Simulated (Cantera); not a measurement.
An adiabatic, constant-pressure homogeneous reactor starts with 43.6 % CO, 6.55 % H₂, 10.5 % O₂, 39.3 % N₂, equivalence ratio 2.4, at 1748 K and 5.53 atm.

Detailed kinetics in Cantera: GRI-Mech 3.0 (53 species, 325 reactions). The hydrogen kinetics of GRI-Mech 3.0 are dated; newer H2 mechanisms differ, most at raised pressure. Above 3000 K some thermodynamic fits are extrapolated.

**Question.** Predict: time of steepest temperature rise; temperature at 5.00 s; equilibrium temperature; x(CO) at 5.00 s; x(H₂) at 5.00 s; x(O₂) at 5.00 s; x(NO) at 5.00 s; x(O) at 5.00 s; x(H) at 5.00 s; x(OH) at 5.00 s.

**Answer.** 
```json
{
 "time_of_steepest_temperature_rise": "2.45 µs",
 "temperature at 5.00 s": "3006 K",
 "equilibrium_temperature": "3006 K",
 "x(CO) at 5.00 s": "0.325 (gas-phase equilibrium 0.325)",
 "x(H₂) at 5.00 s": "0.0140 (gas-phase equilibrium 0.0140)",
 "x(O₂) at 5.00 s": "0.00463 (gas-phase equilibrium 0.00463)",
 "x(NO) at 5.00 s": "0.00529 (gas-phase equilibrium 0.00529)",
 "x(O) at 5.00 s": "0.00335 (gas-phase equilibrium 0.00335)",
 "x(H) at 5.00 s": "0.00811 (gas-phase equilibrium 0.00811)",
 "x(OH) at 5.00 s": "0.00945 (gas-phase equilibrium 0.00945)"
}
```
